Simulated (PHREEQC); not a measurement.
**Buffer (model solution)**

Solution (25 °C): 0.28 mol H3PO4 and 7.2e-05 mol Na2HPO4 per kg of water. Closed to the air; pH follows from the charge balance.

Equilibrium calculation in PHREEQC: ion-association model, phreeqc.dat.

Precipitation was switched off in this run.

**Question.** Estimate the pH, specific conductance.

**Answer.** pH 1.39; specific conductance 15800 µS/cm.

**Question.** In which forms is P present?

**Answer.** H3PO4 83 %, H2PO4- 17 % of the P.
